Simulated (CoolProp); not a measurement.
c-C4F8 (RC318) along the isotherm 500 K: fugacity coefficient from the reference equation and from simpler models built on Tc = 388.4 K, pc = 27.78 bar, ω = 0.355; each cubic takes its own stable root.

Values from CoolProp's reference Helmholtz-energy equation of state, Platzer 1990. This equation is an older, rougher fit; its heat capacities, sound speeds and derivatives of the liquid may be far off and weren't checked against measurements.

```csv
p (bar),phase,reference,van der Waals,Redlich-Kwong,Soave-Redlich-Kwong,Peng-Robinson
9.92,gas,0.9547,0.9444,0.9441,0.9566,0.9471
19.8,gas,0.9113,?,0.8910,0.9156,0.8981
29.8,supercritical,0.8694,0.8363,0.8399,0.8766,0.8524
39.7,supercritical,0.8301,0.7844,0.7923,0.8407,0.8109
49.6,supercritical,0.7934,0.7346,0.7481,0.8077,0.7734
59.5,supercritical,0.7596,0.6888,0.7079,0.7778,0.7398
69.4,supercritical,0.7290,0.6496,?,0.7512,0.7102
79.4,supercritical,?,0.6175,0.6415,?,0.6841
89.3,supercritical,0.6781,0.5922,0.6157,0.7077,0.6618
99.2,supercritical,0.6579,0.5723,0.5941,0.6908,0.6427
109,supercritical,0.6409,0.5568,0.5763,0.6766,0.6266
119,supercritical,0.6264,0.5445,0.5612,0.6646,0.6125
129,supercritical,0.6144,0.5351,0.5487,0.6548,0.6007
139,supercritical,0.6046,0.5282,0.5384,0.6468,0.5907
```

Question: Complete the blanks.

Answer: 
- 19.8, van der Waals: 0.8901
- 69.4, Redlich-Kwong: 0.6723
- 79.4, reference: 0.7016
- 79.4, Soave-Redlich-Kwong: 0.7277
